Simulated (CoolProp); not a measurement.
Vapour-liquid equilibrium of dimethyl ether (1) + n-pentane (2) at -55.85 °C; x and y are mole fractions of (1).

Model: multi-fluid Helmholtz-energy mixture model, Wu 2011 and Thol 2019; pair parameters Bell 2016, in CoolProp.

```tsv
x	bubble pressure, mixture model (MPa)	bubble pressure, Raoult's law (MPa)	y, mixture model	y, Raoult's law
0.05	0.001505	0.001873	0.453	0.557
0.15	0.003740	0.003873	0.811	0.809
0.25	0.006978	0.005874	0.915	0.889
0.35	0.01047	0.007875	0.953	0.928
0.45	0.01347	0.009876	0.969	0.951
0.55	0.01564	0.01188	0.977	0.967
0.65	0.01704	0.01388	0.982	0.978
0.75	0.01799	0.01588	0.985	0.986
0.85	0.01887	0.01788	0.988	0.993
0.95	0.02006	0.01988	0.994	0.998
```

The largest gap from Raoult's law is +36.4 % in bubble pressure, at x = 0.45. No azeotrope shows between x = 0.05 and 0.95.

Pair parameters are fitted to limited data, so mixtures are less certain than the pure fluids. The gap from Raoult's law changes sign with composition, which may be real or a fault of the pair parameters; it wasn't checked against measurements.
